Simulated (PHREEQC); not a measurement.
Make-up at 84 °C: 0.0023 mol/kgw ZnSO4, 4.4e-05 mol/kgw NaOH and 3.8e-05 mol/kgw FeSO4. Closed to the air; pH follows from the charge balance.

The numbers come from PHREEQC with the ion-association model, wateq4f.dat.

No solid was allowed to form.

Q: Order these Fe species by the share of Fe that they hold, largest first: FeSO4, Fe+2, FeOH+.

A: Fe+2 (73 %), FeSO4 (27 %), FeOH+ (0.52 %)

The pH is 5.88 and the ionic strength 0.00725 mol/kgw. Examples of supersaturated solids here: Zincite(c) (slow to form). Others may be too. Away from 25 °C the constants follow the database's enthalpies or fits; those with neither stay at their 25 °C values.
